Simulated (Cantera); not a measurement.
Silicates and aluminates: SiO₂ + MgO + H₂O

Charge: 1 mol SiO₂, 2.2 mol MgO, 5.2 mol H₂O, held at 1.20 mbar.

These are equilibrium values from Cantera (NASA tables, ideal gas, pure condensed phases), not measurements of a reactor. Candidate condensed phases: H₂O, Mg, MgO, Mg(OH)₂, MgSiO₃, Mg₂SiO₄, Si, SiO₂; 24 gas species. Mutual solubility and eutectic melting of coexisting phases are not modelled. Condensed phases not in the tables: alloys, solid solutions and most ternary compounds. Kinetics and transport are ignored.

From 1125 K to 1575 K the condensed part is MgO(s) + Mg₂SiO₄(s).

| T (K) | x H₂O | x H₂ | x O₂ | x OH | n MgO(s) | n Mg₂SiO₄(s) |
|---|---|---|---|---|---|---|
| 1125 | 1.000 | 2.16e-5 | 1.04e-5 | 1.44e-6 | 0.200 | 1.00 |
| 1200 | 1.000 | 6.55e-5 | 3.14e-5 | 5.62e-6 | 0.200 | 1.00 |
| 1275 | 1.000 | 0.000175 | 8.29e-5 | 1.87e-5 | 0.200 | 1.00 |
| 1350 | 0.999 | 0.000420 | 0.000197 | 5.45e-5 | 0.200 | 1.00 |
| 1425 | 0.999 | 0.000920 | 0.000426 | 0.000142 | 0.200 | 1.00 |
| 1500 | 0.997 | 0.00186 | 0.000852 | 0.000335 | 0.200 | 1.00 |
| 1575 | 0.994 | 0.00353 | 0.00160 | 0.000729 | 0.200 | 1.00 |
x: gas mole fraction; n: condensed amount in mol.
